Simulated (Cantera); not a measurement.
**Thermodynamics of abatement and gas-phase synthesis, feed CS2 + H2O + H2 + O2**

Input: 1 mol CS2, 6.5 mol H2O, 0.88 mol H2, 0.024 mol O2, equilibrated at 27.0 Torr.

Method: chemical equilibrium by Gibbs-energy minimisation in Cantera with the NASA 1993 tables (ideal gas, pure condensed phases). Candidate condensed phases: C, C6H6, C7H8, C8H18, H2O, H2SO4, S; 123 gas species. Equilibrium is a limit: real reactors are often held back by kinetics, nucleation or transport.

| T (°C) | x H | x H2O | x H2 | x O | x CO | x SO | x S2 | x SO2 | x S | x OH | x CO2 | x H2S | x O2 | x SH |
|---|---|---|---|---|---|---|---|---|---|---|---|---|---|---|
| 1227 | 4.49e-5 | 0.518 | 0.234 | 4.71e-10 | 0.0581 | 0.00128 | 0.0759 | 0.0152 | 5.91e-5 | 2.84e-6 | 0.0497 | 0.0445 | 4.86e-10 | 0.00216 |
| 1377 | 0.000247 | 0.489 | 0.267 | 1.55e-8 | 0.0675 | 0.00421 | 0.0742 | 0.0286 | 0.000285 | 2.05e-5 | 0.0385 | 0.0259 | 1.28e-8 | 0.00391 |
| 1527 | 0.00103 | 0.453 | 0.299 | 2.76e-7 | 0.0747 | 0.0105 | 0.0656 | 0.0431 | 0.00100 | 0.000103 | 0.0296 | 0.0157 | 1.85e-7 | 0.00611 |
| 1677 | 0.00346 | 0.414 | 0.328 | 3.09e-6 | 0.0798 | 0.0210 | 0.0533 | 0.0556 | 0.00277 | 0.000396 | 0.0228 | 0.00976 | 1.69e-6 | 0.00844 |
| 1827 | 0.00973 | 0.375 | 0.351 | 2.45e-5 | 0.0828 | 0.0356 | 0.0391 | 0.0641 | 0.00619 | 0.00124 | 0.0179 | 0.00601 | 1.11e-5 | 0.0104 |
| 1977 | 0.0236 | 0.340 | 0.363 | 0.000148 | 0.0839 | 0.0520 | 0.0251 | 0.0677 | 0.0114 | 0.00332 | 0.0144 | 0.00352 | 5.83e-5 | 0.0112 |
| 2127 | 0.0503 | 0.308 | 0.360 | 0.000739 | 0.0834 | 0.0665 | 0.0136 | 0.0670 | 0.0174 | 0.00790 | 0.0121 | 0.00190 | 0.000261 | 0.0105 |
| 2277 | 0.0958 | 0.275 | 0.340 | 0.00313 | 0.0812 | 0.0757 | 0.00634 | 0.0625 | 0.0226 | 0.0170 | 0.0104 | 0.000938 | 0.00104 | 0.00862 |
| 2427 | 0.165 | 0.231 | 0.302 | 0.0112 | 0.0773 | 0.0788 | 0.00280 | 0.0541 | 0.0266 | 0.0323 | 0.00880 | 0.000437 | 0.00347 | 0.00653 |
| 2577 | 0.257 | 0.168 | 0.251 | 0.0323 | 0.0712 | 0.0761 | 0.00138 | 0.0407 | 0.0312 | 0.0506 | 0.00675 | 0.000207 | 0.00866 | 0.00497 |
| 2727 | 0.364 | 0.0963 | 0.191 | 0.0712 | 0.0636 | 0.0671 | 0.000843 | 0.0243 | 0.0387 | 0.0610 | 0.00434 | 0.000101 | 0.0142 | 0.00394 |
| 2877 | 0.463 | 0.0417 | 0.129 | 0.120 | 0.0561 | 0.0521 | 0.000596 | 0.0110 | 0.0495 | 0.0555 | 0.00236 | 4.85e-5 | 0.0153 | 0.00313 |
| 3027 | 0.537 | 0.0142 | 0.0777 | 0.165 | 0.0505 | 0.0350 | 0.000428 | 0.00384 | 0.0613 | 0.0402 | 0.00116 | 2.12e-5 | 0.0118 | 0.00233 |
x: gas mole fraction; nothing condenses.

From 1227 °C to 3027 °C nothing is condensed. The main C-bearing gas is CO throughout.
